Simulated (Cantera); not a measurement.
Cantera with NASA thermochemical tables; ideal gases at 1 bar, condensed phases pure. Values are per mole of reaction as written; species without (g) are pure solids or liquids, kept so even where they would boil at 1 bar.

O(g) + Ba + H₂O(g) ⇌ Ba(OH)₂, with ΔH° = -953.6 kJ and ΔS° = -305.0 J/K at 300 K.

Problem. How far is the shortcut ΔG° ≈ ΔH°(300 K) − T·ΔS°(300 K) from the full temperature-dependent value at 1100, 1250, 1400, 1550, 1700 K?

Solution. 
| T (K) | shortcut (kJ) | full (kJ) | difference (kJ) | difference in log10 K | condensed phases |
|---|---|---|---|---|---|
| 1100 | -618.1 | -646.7 | 28.6 | -1.36 | Ba(l), Ba(OH)₂(l) |
| 1250 | -572.4 | -610.3 | 37.9 | -1.59 | Ba(l), Ba(OH)₂(l) |
| 1400 | -526.6 | -574.6 | 48.0 | -1.79 | Ba(l), Ba(OH)₂(l) |
| 1550 | -480.9 | -539.4 | 58.5 | -1.97 | Ba(l), Ba(OH)₂(l) |
| 1700 | -435.1 | -504.7 | 69.6 | -2.14 | Ba(l), Ba(OH)₂(l) |
The shortcut ignores heat capacities and the phase changes listed.
